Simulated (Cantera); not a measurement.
# SiCl4 + Cl2 + H2 (chlorosilane synthesis and conversion)

Input: 1 mol SiCl4, 0.87 mol Cl2, 1.6 mol H2, equilibrated at 101000 Pa.

Cantera equilibrium calculation (NASA polynomials, part measured and part estimated; ideal gas, pure solids and liquids). Candidate condensed phases: Si; 19 gas species. The tables' values for SiCl3 are old estimates; treat these amounts as uncertain. Equilibrium is a limit: real reactors are often held back by kinetics, nucleation or transport.

```csv
T (K),log p HCl,log p SiCl4,log p H2,log p SiHCl3,log p SiCl3,log p SiCl2,log p SiH2Cl2,log p Cl
975,-0.29,-0.54,-0.67,-3.16,-4.72,-7.46,-6.76,-8.93
1025,-0.29,-0.54,-0.67,-2.98,-4.27,-6.68,-6.38,-8.35
1075,-0.29,-0.54,-0.67,-2.82,-3.86,-5.98,-6.04,-7.83
1125,-0.29,-0.54,-0.68,-2.68,-3.48,-5.34,-5.74,-7.36
1175,-0.29,-0.54,-0.68,-2.55,-3.15,-4.76,-5.46,-6.92
1225,-0.29,-0.54,-0.68,-2.44,-2.84,-4.23,-5.21,-6.52
1275,-0.29,-0.55,-0.68,-2.34,-2.56,-3.75,-4.99,-6.15
```
log p: log10 of the partial pressure in bar; nothing condenses.

From 975 K to 1275 K nothing is condensed. The main Si-bearing gas is SiCl4 throughout.
